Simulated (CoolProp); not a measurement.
Vapour-liquid equilibrium of 1-butene (1) + n-butane (2) at 0.0418 MPa; x and y are mole fractions of (1).

The numbers come from the multi-fluid Helmholtz-energy mixture model, Lemmon 2005 and Bücker 2006; pair parameters Bell 2016 in CoolProp.

```
x     bubble temperature, mixture model (°C)  bubble temperature, Raoult's law (°C)  y, mixture model  y, Raoult's law
----  --------------------------------------  -------------------------------------  ----------------  ---------------
0.05                                   -22.0                                  -22.0             0.064            0.063
0.2                                    -23.0                                  -22.9             0.245            0.242
0.35                                   -23.9                                  -23.7             0.412            0.407
0.5                                    -24.8                                  -24.5             0.563            0.561
0.65                                   -25.6                                  -25.3             0.702            0.704
0.8                                    -26.3                                  -26.0             0.832            0.837
0.95                                   -26.8                                  -26.8             0.958            0.961
```

The largest gap from Raoult's law is -0.3 K in bubble temperature, at x = 0.65. No azeotrope shows between x = 0.05 and 0.95.

Pair parameters are fitted to limited data, so mixtures are less certain than the pure fluids.
